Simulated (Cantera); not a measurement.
A Cantera script and its output.

```python
import numpy as np
import cantera as ct

gas = ct.Solution("gri30.yaml")
gas.TP = 300, 100000
flame = ct.CounterflowDiffusionFlame(gas, width=0.02)
flame.fuel_inlet.X, flame.fuel_inlet.T = {'CH3OH': 1}, 450
flame.oxidizer_inlet.X, flame.oxidizer_inlet.T = {'O2': 0.17, 'N2': 0.83}, 650
flame.set_refine_criteria(ratio=3, slope=0.12, curve=0.24, prune=0.03)
show = ['OH', 'H', 'NO', 'CO', 'C2H2']

rows = []
print(f"{'mdot':>8s}{'a_max':>10s}{'a_mean':>10s}{'Tmax/K':>9s}" + "".join(f"{s:>11s}" for s in show) + "   (peak mole fractions)")
for i, mdot in enumerate([0.25, 0.42, 0.72, 1.2, 2.1, 3.5, 6]):  # kg/m2/s on the oxidiser side
    flame.oxidizer_inlet.mdot, flame.fuel_inlet.mdot = mdot, 1 * mdot
    flame.solve(loglevel=0, auto=(i == 0))
    if flame.T.max() < max(450, 650) + 100:
        print(f"{mdot:8.3g}  no burning solution found from the previous one")
        break
    dT = np.abs(np.gradient(flame.T, flame.grid))
    rows.append([flame.strain_rate("max"), flame.strain_rate("mean"), flame.T.max(),
                 *(flame.X[gas.species_index(s)].max() for s in show), max(dT[0], dT[-1]) / dT.max()])
    print(f"{mdot:8.3g}{rows[-1][0]:10.1f}{rows[-1][1]:10.1f}{rows[-1][2]:9.1f}" + "".join(f"{x:11.3e}" for x in rows[-1][3:-1]))
```

Result:

```
    mdot     a_max    a_mean   Tmax/K         OH          H         NO         CO       C2H2   (peak mole fractions)
    0.25     180.0      38.1   2009.4  7.796e-03  6.342e-03  5.208e-05  1.578e-01  1.099e-04
    0.42     290.3      64.1   1955.1  7.878e-03  7.435e-03  4.057e-05  1.548e-01  1.553e-04
    0.72     480.0     109.8   1893.7  7.763e-03  8.540e-03  3.243e-05  1.506e-01  2.128e-04
     1.2     777.6     183.1   1841.4  7.618e-03  9.573e-03  2.706e-05  1.472e-01  2.709e-04
     2.1    1323.0     320.4   1778.9  7.183e-03  1.045e-02  2.108e-05  1.425e-01  3.126e-04
     3.5    2152.7     534.0   1720.9  6.543e-03  1.085e-02  1.550e-05  1.380e-01  2.990e-04
       6    3588.3     915.4   1661.4  5.608e-03  1.062e-02  9.770e-06  1.342e-01  2.151e-04
```

Detailed kinetics in Cantera: GRI-Mech 3.0 (53 species, 325 reactions). GRI-Mech 3.0 was tuned for natural gas; its chemistry of methanol as a main component is partial and can be far from experiment. GRI-Mech 3.0 has no aromatics or soot, which form on the fuel side of real flames. The maximum strain rate includes the flame's own expansion and is several times the mean.
